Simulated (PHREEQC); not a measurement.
A solution holds 0.0017 mol/kgw CuSO4, 0.0099 mol/kgw MgSO4, 0.0012 mol/kgw H2SO4 and 0.28 mol/kgw Na2SO4, at 25 °C. Closed to the air; pH follows from the charge balance.

Model: ion-association model, wateq4f.dat, run in PHREEQC.

Each row changes one thing in this solution. Precipitation was switched off in this run.

```json
[
 {"case": "as made", "pH": "3.44", "ionic strength (mol/kgw)": "0.680", "SI of Mirabilite (Na2SO4:10H2O)": "-1.35"},
 {"case": "MgSO4 left out", "pH": "3.44", "ionic strength (mol/kgw)": "0.668", "SI of Mirabilite (Na2SO4:10H2O)": "-1.35"},
 {"case": "MgSO4 from 0.0099 to 0.0495 mol/kgw", "pH": "3.45", "ionic strength (mol/kgw)": "0.727", "SI of Mirabilite (Na2SO4:10H2O)": "-1.34"},
 {"case": "MgSO4 from 0.0099 to 0.00099 mol/kgw", "pH": "3.44", "ionic strength (mol/kgw)": "0.669", "SI of Mirabilite (Na2SO4:10H2O)": "-1.35"},
 {"case": "temperature from 25 to 10 °C", "pH": "(withheld)", "ionic strength (mol/kgw)": "0.690", "SI of Mirabilite (Na2SO4:10H2O)": "(withheld)"},
 {"case": "CuSO4 replaced by Cs2SO4 at the same molality", "pH": "3.44", "ionic strength (mol/kgw)": "0.682", "SI of Mirabilite (Na2SO4:10H2O)": "-1.35"}
]
```

Complete the blanks.


- temperature from 25 to 10 °C, pH: 3.35
- temperature from 25 to 10 °C, SI of Mirabilite (Na2SO4:10H2O): -0.57

The ionic strength passes 0.7 mol/kgw, the rough limit of the ion-association models, in MgSO4 from 0.0099 to 0.0495 mol/kgw. Away from 25 °C the constants follow the database's enthalpies or fits; those with neither stay at their 25 °C values.
